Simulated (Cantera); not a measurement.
An adiabatic, constant-volume homogeneous reactor starts with CH3OH : O2 : N2 : H2O = 1 : 1.07 : 4.03 : 0.39 (molar parts), at 1575 K and 0.257 atm. Integrator tolerance rtol = 1e-08.

Computed with Cantera and GRI-Mech 3.0 (53 species, 325 reactions). GRI-Mech 3.0 was tuned for natural gas; its chemistry of methanol as a main component is partial and can be far from experiment.

Q: What does this change do: initial temperature 1575 to 1798 K?

A: 
```tsv
quantity	before	after
time of steepest temperature rise	0.275 ms	55.1 µs
temperature at 3.00 s	2752 K	2798 K
equilibrium temperature	2752 K	2798 K
x(CH3OH) at 3.00 s	<1e-12 (gas-phase equilibrium <1e-12)	<1e-12 (gas-phase equilibrium <1e-12)
x(O2) at 3.00 s	0.00907 (gas-phase equilibrium 0.00907)	0.0115 (gas-phase equilibrium 0.0115)
x(H2O) at 3.00 s	0.227 (gas-phase equilibrium 0.227)	0.214 (gas-phase equilibrium 0.214)
x(H2) at 3.00 s	0.0587 (gas-phase equilibrium 0.0587)	0.0623 (gas-phase equilibrium 0.0623)
x(C2H6) at 3.00 s	<1e-12 (gas-phase equilibrium <1e-12)	<1e-12 (gas-phase equilibrium <1e-12)
x(CH2) at 3.00 s	<1e-12 (gas-phase equilibrium <1e-12)	<1e-12 (gas-phase equilibrium <1e-12)
```

Q: What does this change do: initial temperature 1575 to 1248 K?

A: 
```json
[
 {"quantity": "time of steepest temperature rise", "before": "0.275 ms", "after": "11.8 ms"},
 {"quantity": "temperature at 3.00 s", "before": "2752 K", "after": "2674 K"},
 {"quantity": "equilibrium temperature", "before": "2752 K", "after": "2674 K"},
 {"quantity": "x(CH3OH) at 3.00 s", "before": "<1e-12 (gas-phase equilibrium <1e-12)", "after": "<1e-12 (gas-phase equilibrium <1e-12)"},
 {"quantity": "x(O2) at 3.00 s", "before": "0.00907 (gas-phase equilibrium 0.00907)", "after": "0.00545 (gas-phase equilibrium 0.00545)"},
 {"quantity": "x(H2O) at 3.00 s", "before": "0.227 (gas-phase equilibrium 0.227)", "after": "0.244 (gas-phase equilibrium 0.244)"},
 {"quantity": "x(H2) at 3.00 s", "before": "0.0587 (gas-phase equilibrium 0.0587)", "after": "0.0537 (gas-phase equilibrium 0.0537)"},
 {"quantity": "x(C2H6) at 3.00 s", "before": "<1e-12 (gas-phase equilibrium <1e-12)", "after": "<1e-12 (gas-phase equilibrium <1e-12)"},
 {"quantity": "x(CH2) at 3.00 s", "before": "<1e-12 (gas-phase equilibrium <1e-12)", "after": "<1e-12 (gas-phase equilibrium <1e-12)"}
]
```
